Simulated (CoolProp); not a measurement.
Saturation properties of carbon dioxide (Tc = 304.1 K, pc = 7.377 MPa, ω = 0.224).

The numbers come from the reference Helmholtz-energy equation of state, Span 1996 in CoolProp.

```
T (K)  p (MPa)  enthalpy of vaporisation (kJ/kg)  liquid cp (kJ/(kg K))  liquid conductivity (mW/(m K))
-----  -------  --------------------------------  ---------------------  ------------------------------
238.3    1.209                             312.9                  2.040                             151
241.4    1.346                             306.9                  2.060                             147
244.5    1.494                             300.8                  2.083                             143
247.6    1.653                             294.4                  2.109                             139
250.7      [?]                             287.8                  2.139                             136
253.9    2.016                             280.8                  2.174                             132
257      2.214                             273.6                  2.213                             128
260.1    2.426                             266.2                  2.257                             125
263.2    2.652                               [?]                  2.308                             121
266.3    2.894                             250.4                  2.368                             117
269.4    3.152                             241.8                  2.438                             [?]
```

**Question.** Complete the blanks.

**Answer.** 
- 250.7, p (MPa): 1.825
- 263.2, enthalpy of vaporisation (kJ/kg): 258.5
- 269.4, liquid conductivity (mW/(m K)): 114

Thermal conductivity comes from a separate model (Huber 2016).
